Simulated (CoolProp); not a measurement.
Isobutane at 570 K and 9.08 MPa flows at 4.8 m/s in a round tube of 25 mm bore and 0.25 µm roughness, fully developed (64/Re and Nu = 3.66 if laminar; Colebrook and Gnielinski if turbulent). Each further row changes one setting.

Computed with CoolProp (reference Helmholtz-energy equation of state, Bücker 2006).

```csv
case,Reynolds number,Darcy friction factor,pressure drop (Pa/m),heat-transfer coefficient (W/(m² K)),mass flow (kg/h)
as stated,807000,(withheld),(withheld),(withheld),1220
velocity 9.6 m/s,1610000,(withheld),(withheld),6090,2430
diameter 50 mm,1610000,0.0109,(withheld),3000,4860
```

### Question
Complete the blanks.

### Answer

- as stated, Darcy friction factor: 0.0123
- as stated, pressure drop (Pa/m): 811
- as stated, heat-transfer coefficient (W/(m² K)): 3380
- velocity 9.6 m/s, Darcy friction factor: 0.0110
- velocity 9.6 m/s, pressure drop (Pa/m): 2920
- diameter 50 mm, pressure drop (Pa/m): 360

Viscosity comes from a separate model (Vogel 2000). Thermal conductivity comes from a separate model (Perkins 2002).
